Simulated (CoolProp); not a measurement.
Properties of hydrogen chloride at several states (Tc = 51.5 °C, pc = 8.314 MPa, ω = 0.130).

Values from CoolProp's reference Helmholtz-energy equation of state, Thol 2018.

```
T (°C)  p (MPa)   phase       Z  cp (kJ/(kg K))  cv (kJ/(kg K))  fugacity coefficient
------  -------  ------  ------  --------------  --------------  --------------------
17.35      3.23     gas  0.7458           1.622          0.8189                0.7977
340.45    0.378     gas  0.9981               ?               ?                0.9980
-29.55    0.027     gas  0.9969          0.8055          0.5740                0.9969
200.55     1.48     gas  0.9799          0.8298          0.5790                0.9800
26.75      17.6  liquid  0.2866           1.904          0.8751                     ?
113.85   0.0175     gas  0.9995          0.8002          0.5717                0.9995
```

Problem. Fill in the missing entries.

Solution. 
- 340.45, cp (kJ/(kg K)): 0.8160
- 340.45, cv (kJ/(kg K)): 0.5849
- 26.75, fugacity coefficient: 0.2508
